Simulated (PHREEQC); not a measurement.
A solution holds 0.0027 mol/kgw Ag2SO4 and 0.0043 mol/kgw HF, at 33 °C. Closed to the air; pH follows from the charge balance.

Equilibrium calculation in PHREEQC: ion-association model, wateq4f.dat.

The pH comes out as 2.93. The ionic strength is 0.00880 mol/kgw and the total alkalinity is -4.30 meq/kg.

| species | molality | activity | log γ |
|---|---|---|---|
| Ag+ | 0.00522 | 0.00473 | -0.043 |
| HF | 0.00274 | 0.00274 | 0.001 |
| SO4-2 | 0.00230 | 0.00156 | -0.168 |
| F- | 0.00149 | 0.00135 | -0.044 |
| H+ | 0.00128 | 0.00118 | -0.038 |
| HSO4- | 0.000235 | 0.000213 | -0.043 |
| AgSO4- | 0.000169 | 0.000153 | -0.043 |
| HF2- | 1.65e-5 | 1.49e-5 | -0.044 |

Precipitation was switched off in this run.
